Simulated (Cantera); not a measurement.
**Thermodynamics of carbothermic reduction, feed Ta₂O₅ + CH₄ + H₂**

A closed system holds: 1 mol Ta₂O₅, 1.4 mol CH₄, 14 mol H₂, at 0.00133 bar.

These are equilibrium values from Cantera (NASA tables, ideal gas, pure condensed phases), not measurements of a reactor. Candidate condensed phases: C, C₆H₆, C₇H₈, C₈H₁₈, H₂O, Ta, TaC, Ta₂O₅; 113 gas species. Mutual solubility and eutectic melting of coexisting phases are not modelled. TaC: taken at fixed stoichiometry. Condensed phases not in the tables: Ta₂C, N, O or C dissolved in the metal. Rates play no part.

```json
[
 {"T (°C)": "1400", "log p H₂": "-2.90", "log p H": "-5.39", "log p CO": "-4.13", "log p TaO₂": "-9.03", "log p TaO": "-9.86", "n TaC(s)": "0.402", "n Ta₂O₅(s)": "0.799", "n Ta(s)": "0", "n Ta₂O₅(l)": "0"},
 {"T (°C)": "1475", "log p H₂": "-2.91", "log p H": "-5.10", "log p CO": "-4.05", "log p TaO₂": "-8.17", "log p TaO": "-8.87", "n TaC(s)": "0.197", "n Ta₂O₅(s)": "0.758", "n Ta(s)": "0.288", "n Ta₂O₅(l)": "0"},
 {"T (°C)": "1550", "log p H₂": "-2.92", "log p H": "-4.82", "log p CO": "-3.99", "log p TaO₂": "-7.45", "log p TaO": "-8.16", "n TaC(s)": "0", "n Ta₂O₅(s)": "0.717", "n Ta(s)": "0.565", "n Ta₂O₅(l)": "0"},
 {"T (°C)": "1625", "log p H₂": "-2.92", "log p H": "-4.57", "log p CO": "-3.99", "log p TaO₂": "-6.79", "log p TaO": "-7.51", "n TaC(s)": "0", "n Ta₂O₅(s)": "0.715", "n Ta(s)": "0.567", "n Ta₂O₅(l)": "0"},
 {"T (°C)": "1700", "log p H₂": "-2.93", "log p H": "-4.33", "log p CO": "-4.00", "log p TaO₂": "-6.19", "log p TaO": "-6.90", "n TaC(s)": "0", "n Ta₂O₅(s)": "0.711", "n Ta(s)": "0.568", "n Ta₂O₅(l)": "0"},
 {"T (°C)": "1775", "log p H₂": "-2.94", "log p H": "-4.12", "log p CO": "-4.00", "log p TaO₂": "-5.62", "log p TaO": "-6.34", "n TaC(s)": "0", "n Ta₂O₅(s)": "0.698", "n Ta(s)": "0.564", "n Ta₂O₅(l)": "0"},
 {"T (°C)": "1850", "log p H₂": "-2.96", "log p H": "-3.92", "log p CO": "-4.01", "log p TaO₂": "-5.14", "log p TaO": "-5.85", "n TaC(s)": "0", "n Ta₂O₅(s)": "0", "n Ta(s)": "0.546", "n Ta₂O₅(l)": "0.665"},
 {"T (°C)": "1925", "log p H₂": "-2.99", "log p H": "-3.75", "log p CO": "-4.03", "log p TaO₂": "-4.70", "log p TaO": "-5.39", "n TaC(s)": "0", "n Ta₂O₅(s)": "0", "n Ta(s)": "0.488", "n Ta₂O₅(l)": "0.578"},
 {"T (°C)": "2000", "log p H₂": "-3.03", "log p H": "-3.59", "log p CO": "-4.06", "log p TaO₂": "-4.29", "log p TaO": "-4.96", "n TaC(s)": "0", "n Ta₂O₅(s)": "0", "n Ta(s)": "0.322", "n Ta₂O₅(l)": "0.348"},
 {"T (°C)": "2075", "log p H₂": "-3.10", "log p H": "-3.46", "log p CO": "-4.09", "log p TaO₂": "-4.05", "log p TaO": "-4.62", "n TaC(s)": "0", "n Ta₂O₅(s)": "0", "n Ta(s)": "0.0296", "n Ta₂O₅(l)": "0"},
 {"T (°C)": "2150", "log p H₂": "-3.17", "log p H": "-3.33", "log p CO": "-4.12", "log p TaO₂": "-4.08", "log p TaO": "-4.59", "n TaC(s)": "0", "n Ta₂O₅(s)": "0", "n Ta(s)": "0", "n Ta₂O₅(l)": "0"},
 {"T (°C)": "2225", "log p H₂": "-3.25", "log p H": "-3.23", "log p CO": "-4.14", "log p TaO₂": "-4.11", "log p TaO": "-4.60", "n TaC(s)": "0", "n Ta₂O₅(s)": "0", "n Ta(s)": "0", "n Ta₂O₅(l)": "0"},
 {"T (°C)": "2300", "log p H₂": "-3.35", "log p H": "-3.14", "log p CO": "-4.17", "log p TaO₂": "-4.15", "log p TaO": "-4.61", "n TaC(s)": "0", "n Ta₂O₅(s)": "0", "n Ta(s)": "0", "n Ta₂O₅(l)": "0"}
]
```
log p: log10 of the partial pressure in bar; n: condensed amount in mol.

At 1400 °C the condensed part is TaC(s) + Ta₂O₅(s). At 1475 °C the condensed part is Ta(s) + TaC(s) + Ta₂O₅(s). From 1550 °C to 1775 °C the condensed part is Ta(s) + Ta₂O₅(s). From 1850 °C to 2000 °C the condensed part is Ta(s) + Ta₂O₅(l). At 2075 °C the condensed part is Ta(s). From 2150 °C to 2300 °C nothing is condensed. The main Ta-bearing gas is TaO₂ throughout.
